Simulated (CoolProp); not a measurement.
Isopentane at several states: density (kg/m³) from the reference equation and from simpler models built on Tc = 460.3 K, pc = 3.378 MPa, ω = 0.227; each cubic takes its own stable root.

Model: reference Helmholtz-energy equation of state, Lemmon 2006, in CoolProp. It is a short technical equation, of lower accuracy than the large ones.

| T (K) | p (MPa) | phase | reference |
|---|---|---|---|
| 121.8 | 12.5 | liquid | 784.4 |
| 251.5 | 0.0773 | liquid | 660.3 |
| 169.1 | 4.89 | liquid | 737.7 |
| 470.6 | 1.14 | gas | 23.80 |

Problem. How far does each simpler model (van der Waals, Redlich-Kwong, Soave-Redlich-Kwong, Peng-Robinson) lie from the reference over these 4 states: mean and median of the absolute difference, and the worst?

Solution. 
- van der Waals: mean 44.9 %, median 39.3 %, worst -99.6 % at 251.5 K and 0.0773 MPa
- Redlich-Kwong: mean 7.4 %, median 9.2 %, worst -11.3 % at 121.8 K and 12.5 MPa
- Soave-Redlich-Kwong: mean 6.8 %, median 7.9 %, worst -11.2 % at 121.8 K and 12.5 MPa
- Peng-Robinson: mean 2.2 %, median 1.6 %, worst +4.8 % at 251.5 K and 0.0773 MPa

At some of these states van der Waals gives the other phase, because its saturation line lies elsewhere.
